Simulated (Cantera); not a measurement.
An adiabatic, constant-pressure homogeneous reactor starts with 21.3 % H₂, 13.1 % O₂, 49.4 % N₂, 16.2 % H₂O, equivalence ratio 0.81, at 1373 K and 825 Torr.

Cantera simulation using the H2/O2 subset of GRI-Mech 3.0, which has no nitrogen chemistry; the numbers are that mechanism's predictions, not measurements.

One state of this run: T (K) = 1383; x H₂ = 0.206; x O₂ = 0.128; x H₂O = 0.167; x H₂O₂ = 3.05e-6; x O = 0.000533; x H = 0.00318; x HO₂ = 0.000123. x: mole fraction; the columns are a selection and need not sum to one.

Problem. Which value of t (s) does it belong to?
A) 0.000220
B) 8.00e-6
C) 1.83e-5
D) 0.00115

Solution. C, 1.83e-5
